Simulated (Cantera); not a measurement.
An adiabatic, constant-volume homogeneous reactor starts with CH₄ : CO : O₂ : N₂ = 1 : 0.033 : 3.88 : 14.6 (molar parts), equivalence ratio 0.52, at 1425 K and 750 Torr. Integrator tolerance rtol = 1e-08.

Model: GRI-Mech 3.0 (53 species, 325 reactions), integrated in Cantera.

Problem. What does this change do: pressure from 750 Torr to 270 Torr?

Solution. 
```csv
quantity,before,after
time of steepest temperature rise,1.90 ms,4.23 ms
temperature at 0.100 s,2565 K,2521 K
equilibrium temperature,2565 K,2521 K
x(CH₄) at 0.100 s,<1e-12 (gas-phase equilibrium <1e-12),<1e-12 (gas-phase equilibrium <1e-12)
x(CO) at 0.100 s,0.00608 (gas-phase equilibrium 0.00608),0.00780 (gas-phase equilibrium 0.00780)
x(O₂) at 0.100 s,0.0858 (gas-phase equilibrium 0.0858),0.0863 (gas-phase equilibrium 0.0863)
x(HO₂) at 0.100 s,9.65e-6 (gas-phase equilibrium 9.65e-6),6.62e-6 (gas-phase equilibrium 6.62e-6)
x(C₂H₆) at 0.100 s,<1e-12 (gas-phase equilibrium <1e-12),<1e-12 (gas-phase equilibrium <1e-12)
x(OH) at 0.100 s,0.0117 (gas-phase equilibrium 0.0117),0.0132 (gas-phase equilibrium 0.0132)
```
